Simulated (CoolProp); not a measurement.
Vapour-liquid equilibrium of R143a (1) + fluoroethane (R161) (2) at 172.3 K; x and y are mole fractions of (1).

Values from CoolProp's multi-fluid Helmholtz-energy mixture model, Lemmon and Jacobsen 2000 and Wu 2012; pair parameters Bell 2016.

```csv
x,bubble pressure (bar),y at the bubble point,dew pressure at overall composition x (bar),liquid density (mol/L)
0.05,0.01632,0.109,0.01575,18.57
0.15,0.01821,0.282,…,…
0.25,0.01994,0.418,0.01783,17.83
0.35,0.02157,0.529,0.01904,17.48
0.45,0.02311,0.623,0.02040,17.15
0.55,0.02459,0.706,0.02190,16.83
0.65,0.02603,…,0.02358,16.51
0.75,0.02744,0.849,0.02542,16.22
0.85,0.02883,0.912,0.02746,15.93
0.95,0.03021,0.972,0.02970,15.65
```

Task: Fill in the missing entries.

Result: 
- 0.15, dew pressure at overall composition x (bar): 0.01673
- 0.15, liquid density (mol/L): 18.20
- 0.65, y at the bubble point: 0.781

No azeotrope shows between x = 0.05 and 0.95.

Pair parameters are fitted to limited data, so mixtures are less certain than the pure fluids.
